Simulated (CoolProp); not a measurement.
The numbers come from the reference Helmholtz-energy equation of state, Lemmon 2003 in CoolProp. It is a pseudo-pure fit of the blend.

Task: For R407C, give the phase and the cp (kJ/(kg K)), conductivity (mW/(m K)), Prandtl number at 69.35 °C and 435 kPa; 193.85 °C and 435 kPa.

Result: 
- 69.35 °C and 435 kPa: gas; cp 0.934, conductivity 16.9, Prandtl number 0.783
- 193.85 °C and 435 kPa: gas; cp 1.09, conductivity 26.3, Prandtl number 0.802

Viscosity comes from a separate model (Geller 2000). Thermal conductivity comes from a separate model (Geller 2001).
